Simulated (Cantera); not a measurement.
A closed system holds: 1 mol Si, 0.16 mol N2O, 830 mol H2, at 1125 K and 7.50 Torr.

Method: chemical equilibrium by Gibbs-energy minimisation in Cantera with the NASA 1993 tables (ideal gas, pure condensed phases). Candidate condensed phases: H2O, Si, SiO2, Si2N2O, Si3N4; 35 gas species. Mutual solubility and eutectic melting of coexisting phases are not modelled. Kinetics and transport are ignored.

Base state: H2 1.00 (mole fractions); condensed: Si(s) + Si2N2O(s).

Question: What changes in the equilibrium state with this change: Si replaced by SiC?

Answer: 
```tsv
species	before	after
H2	1.00	1.000
CH4	0	0.000288
CO	0	2.01e-5
N2	9.93e-9	2.01e-5
Si(s), mol	0.680	0
Si2N2O(s), mol	0.160	0.143
C(graphite), mol	0	0.0304
SiC(s), mol	0	0.713
```
Further candidate phases: C, C6H6, C7H8, C8H18, SiC.
